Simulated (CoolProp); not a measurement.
Model: reference Helmholtz-energy equation of state, Penoncello 2003, in CoolProp.

Problem. For CHF3 (R23), give the phase and the density (kg/m³), speed of sound (m/s), expansivity (1/kK) at 268.5 K and 22.5 MPa; 291.7 K and 22.5 MPa; 372.6 K and 22.5 MPa.

Solution. 
- 268.5 K and 22.5 MPa: liquid; density 1230, speed of sound 611, expansivity 3.12
- 291.7 K and 22.5 MPa: liquid; density 1130, speed of sound 525, expansivity 3.64
- 372.6 K and 22.5 MPa: supercritical; density 769, speed of sound 314, expansivity 5.81
